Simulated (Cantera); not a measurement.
Charge: 1 mol SiC, 0.082 mol CO₂, 16 mol H₂, equilibrated at 2.40e-6 bar.

Cantera equilibrium calculation (NASA polynomials, part measured and part estimated; ideal gas, pure solids and liquids). Candidate condensed phases: C, C₆H₆, C₇H₈, C₈H₁₈, H₂O, Si, SiC, SiO₂; 123 gas species. Mutual solubility and eutectic melting of coexisting phases are not modelled. Equilibrium is a limit: real reactors are often held back by kinetics, nucleation or transport.

Which condensed phases are stable at each of these points (T (°C)): 727, 777, 827, 877, 927, 977, 1027, 1077, 1127, 1177, 1227, 1277, 1327, 1377?


```csv
T (°C),condensed phases,Si condensed (%)
727,SiC(s) + SiO₂(β-quartz),100.0
777,SiC(s) + SiO₂(β-quartz),99.8
827,SiC(s) + SiO₂(β-quartz),97.3
877,SiC(s),95.9
927,SiC(s),95.9
977,SiC(s),95.9
1027,SiC(s),95.9
1077,SiC(s),95.9
1127,SiC(s),95.9
1177,SiC(s),95.8
1227,SiC(s),95.6
1277,SiC(s),94.9
1327,SiC(s),93.6
1377,SiC(s),92.3
```

From 727 °C to 827 °C the condensed part is SiC(s) + SiO₂(β-quartz). From 877 °C to 1377 °C the condensed part is SiC(s).
